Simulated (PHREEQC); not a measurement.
Make-up at 25 °C: 0.23 mol/kgw Na3PO4. Closed to the air; pH follows from the charge balance.

Model: ion-association model, phreeqc.dat, run in PHREEQC.

Task: The ionic strength comes out as 1.32 mol/kgw. What activity coefficients do NaHPO4-, HPO4-2, OH-, PO4-3, Na+ get?

Result: NaHPO4- 0.64, HPO4-2 0.15, OH- 0.56, PO4-3 0.0079, Na+ 0.76.

This is a speciation only: nothing precipitates in the calculation. Caution: at this ionic strength the ion-association model is outside its range; a Pitzer model would be the better tool where its parameters exist. Species that the database lacks are ignored.
